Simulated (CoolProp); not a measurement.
A single-stage vapour-compression cycle with ethane: evaporating at 241.15 K (dew point), condensing at 280.15 K (bubble point), superheat 10 K, subcooling 5 K, compressor efficiency 0.6, no pressure losses. Each further row changes one setting.

Model: reference Helmholtz-energy equation of state, Bücker 2006, in CoolProp.

```csv
case,cooling COP,pressure ratio,discharge temperature (K),refrigerating effect (kJ/kg),volumetric capacity (kJ/m³)
as stated,2.82,2.81,327.1,306,5160
evaporating temperature 246.15 K,3.37,2.42,321.5,310,6060
condensing temperature 275.15 K,3.38,2.50,318.3,323,5450
subcooling 10 K,2.98,2.81,327.1,324,5460
superheat 20 K,2.81,2.81,338.5,325,5160
compressor efficiency 0.5,2.35,2.81,336.7,306,5160
```
